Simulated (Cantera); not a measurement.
Input: 1 mol HgO, 5.2 mol H2, equilibrated at 750 Torr.

Cantera equilibrium calculation (NASA polynomials, part measured and part estimated; ideal gas, pure solids and liquids). Candidate condensed phases: H2O, Hg, HgO; 10 gas species. Kinetics and transport are ignored.

Q: Which condensed phases are stable at each of these points (T (°C)): 225, 275, 325, 375, 425, 475, 525, 575, 625, 675, 725?

A: 
```
T (°C)  condensed phases  Hg condensed (%)
------  ----------------  ----------------
225                Hg(l)              73.2
275             gas only               0.0
325             gas only               0.0
375             gas only               0.0
425             gas only               0.0
475             gas only               0.0
525             gas only               0.0
575             gas only               0.0
625             gas only               0.0
675             gas only               0.0
725             gas only               0.0
```

At 225 °C the condensed part is Hg(l). From 275 °C to 725 °C nothing is condensed.
